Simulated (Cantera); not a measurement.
## Low-pressure radical oxidation in H2/O2

An isothermal, constant-pressure homogeneous reactor starts with H₂ : O₂ : N₂ = 0.021 : 1 : 1.5 (molar parts), equivalence ratio 0.011, at 1048 K and 20.0 Torr.

Model: GRI-Mech 3.0 (53 species, 325 reactions), integrated in Cantera. Radical loss at walls, strong at low pressure, is not modelled.

```json
[
 {"t (s)": "2.00e-6", "x H₂": "0.00833", "x O₂": "0.397", "x NO": "<1e-12", "x NO₂": "<1e-12", "x H": "<1e-12"},
 {"t (s)": "6.32e-6", "x H₂": "0.00833", "x O₂": "0.397", "x NO": "<1e-12", "x NO₂": "<1e-12", "x H": "1.38e-12"},
 {"t (s)": "2.00e-5", "x H₂": "0.00833", "x O₂": "0.397", "x NO": "<1e-12", "x NO₂": "<1e-12", "x H": "4.13e-12"},
 {"t (s)": "6.32e-5", "x H₂": "0.00833", "x O₂": "0.397", "x NO": "<1e-12", "x NO₂": "<1e-12", "x H": "1.12e-11"},
 {"t (s)": "0.000200", "x H₂": "0.00833", "x O₂": "0.397", "x NO": "<1e-12", "x NO₂": "<1e-12", "x H": "2.62e-11"},
 {"t (s)": "0.000632", "x H₂": "0.00833", "x O₂": "0.397", "x NO": "<1e-12", "x NO₂": "<1e-12", "x H": "7.57e-11"},
 {"t (s)": "0.00200", "x H₂": "0.00833", "x O₂": "0.397", "x NO": "<1e-12", "x NO₂": "<1e-12", "x H": "8.33e-10"},
 {"t (s)": "0.00632", "x H₂": "0.00832", "x O₂": "0.397", "x NO": "<1e-12", "x NO₂": "<1e-12", "x H": "9.90e-7"},
 {"t (s)": "0.0200", "x H₂": "0.000137", "x O₂": "0.391", "x NO": "1.50e-8", "x NO₂": "2.36e-12", "x H": "0.000635"},
 {"t (s)": "0.0632", "x H₂": "2.21e-5", "x O₂": "0.393", "x NO": "2.71e-8", "x NO₂": "1.07e-11", "x H": "8.79e-5"},
 {"t (s)": "0.200", "x H₂": "3.48e-6", "x O₂": "0.394", "x NO": "2.84e-8", "x NO₂": "3.38e-11", "x H": "5.86e-6"},
 {"t (s)": "0.632", "x H₂": "4.04e-7", "x O₂": "0.394", "x NO": "2.85e-8", "x NO₂": "8.25e-11", "x H": "2.64e-7"},
 {"t (s)": "2.00", "x H₂": "4.98e-8", "x O₂": "0.394", "x NO": "2.86e-8", "x NO₂": "1.22e-10", "x H": "1.33e-8"}
]
```
x: mole fraction; the columns are a selection and need not sum to one.

Equilibrium at this temperature and pressure: H₂ 2.81e-11, O₂ 0.394, NO 6.21e-5, NO₂ 5.41e-7, H <1e-12 (gas phase only).
